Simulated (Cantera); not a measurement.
A closed system holds: 1 mol Cu₂O, 3 mol H₂, 0.063 mol H₂O, equilibrated at 10.0 mbar.

Cantera equilibrium calculation (NASA polynomials, part measured and part estimated; ideal gas, pure solids and liquids). Candidate condensed phases: Cu, CuO, Cu(OH)₂, Cu₂O, H₂O; 12 gas species. Rates play no part.

Problem. At 1850 K, list the 5 most abundant gas species with their mole fractions, and the condensed phases.

Solution. H₂ 0.587, H₂O 0.313, Cu 0.0950, H 0.00413, Cu₂ 0.000225. Condensed: Cu(l).
